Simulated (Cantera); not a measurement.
## Adiabatic ignition

An adiabatic, constant-pressure homogeneous reactor starts with 4.79 % CH₃OH, 20.0 % O₂, 75.2 % N₂, equivalence ratio 0.36, at 1325 K and 18.0 bar.

Detailed kinetics in Cantera: GRI-Mech 3.0 (53 species, 325 reactions). GRI-Mech 3.0 was tuned for natural gas; its chemistry of methanol as a main component is partial and can be far from experiment. The pressure lies above the range GRI-Mech 3.0 was tuned for (to about 10 atm).

| t (s) | T (K) | x CH₃OH | x O₂ | x NO | x N₂O | x C₂H₄ |
|---|---|---|---|---|---|---|
| 9.00e-6 | 1325 | 0.0479 | 0.200 | <1e-12 | 1.95e-11 | 2.67e-11 |
| 2.88e-5 | 1325 | 0.0479 | 0.200 | <1e-12 | 2.10e-10 | 1.07e-10 |
| 9.19e-5 | 1326 | 0.0476 | 0.200 | <1e-12 | 2.43e-9 | 2.84e-10 |
| 0.000294 | 2147 | <1e-12 | 0.124 | 1.25e-5 | 1.85e-6 | <1e-12 |
| 0.000939 | 2146 | <1e-12 | 0.124 | 5.52e-5 | 1.84e-6 | <1e-12 |
| 0.00300 | 2146 | <1e-12 | 0.124 | 0.000191 | 1.84e-6 | <1e-12 |
| 0.00959 | 2145 | <1e-12 | 0.124 | 0.000615 | 1.83e-6 | <1e-12 |
| 0.0306 | 2142 | <1e-12 | 0.124 | 0.00186 | 1.82e-6 | <1e-12 |
| 0.0979 | 2136 | <1e-12 | 0.122 | 0.00472 | 1.80e-6 | <1e-12 |
| 0.313 | 2130 | <1e-12 | 0.121 | 0.00749 | 1.78e-6 | <1e-12 |
| 1.00 | 2129 | <1e-12 | 0.121 | 0.00783 | 1.78e-6 | <1e-12 |
x: mole fraction; the columns are a selection and need not sum to one.

The time of steepest temperature rise is 0.197 ms and the temperature at 1.00 s comes out as 2129 K. The equilibrium temperature is 2129 K, the x(CH₃OH) at 1.00 s comes out as <1e-12 (gas-phase equilibrium <1e-12) and the x(O₂) at 1.00 s comes out as 0.121 (gas-phase equilibrium 0.121). The x(NO) at 1.00 s is 0.00783 (gas-phase equilibrium 0.00783).
